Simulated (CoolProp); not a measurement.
Vapour-liquid equilibrium of n-octane (1) + m-xylene (2) at 408.3 K; x and y are mole fractions of (1).

The numbers come from the multi-fluid Helmholtz-energy mixture model, Beckmüller 2019 and Zhou 2012; pair parameters Bell 2016 in CoolProp.

```json
[
 {"x": "0.05", "bubble pressure, mixture model (kPa)": "93.67", "bubble pressure, Raoult's law (kPa)": "93.11", "y, mixture model": "0.075", "y, Raoult's law": "0.070"},
 {"x": "0.2", "bubble pressure, mixture model (kPa)": "100.9", "bubble pressure, Raoult's law (kPa)": "99.09", "y, mixture model": "0.271", "y, Raoult's law": "0.264"},
 {"x": "0.35", "bubble pressure, mixture model (kPa)": "107.4", "bubble pressure, Raoult's law (kPa)": "105.1", "y, mixture model": "0.438", "y, Raoult's law": "0.436"},
 {"x": "0.5", "bubble pressure, mixture model (kPa)": "113.5", "bubble pressure, Raoult's law (kPa)": "111.0", "y, mixture model": "0.585", "y, Raoult's law": "0.590"},
 {"x": "0.65", "bubble pressure, mixture model (kPa)": "119.1", "bubble pressure, Raoult's law (kPa)": "117.0", "y, mixture model": "0.718", "y, Raoult's law": "0.727"},
 {"x": "0.8", "bubble pressure, mixture model (kPa)": "124.4", "bubble pressure, Raoult's law (kPa)": "123.0", "y, mixture model": "0.842", "y, Raoult's law": "0.852"},
 {"x": "0.95", "bubble pressure, mixture model (kPa)": "129.4", "bubble pressure, Raoult's law (kPa)": "129.0", "y, mixture model": "0.961", "y, Raoult's law": "0.965"}
]
```

The largest gap from Raoult's law is +2.2 % in bubble pressure, at x = 0.35. No azeotrope shows between x = 0.05 and 0.95.

The pair parameters rest on a limited set of measurements; away from them the model extrapolates.
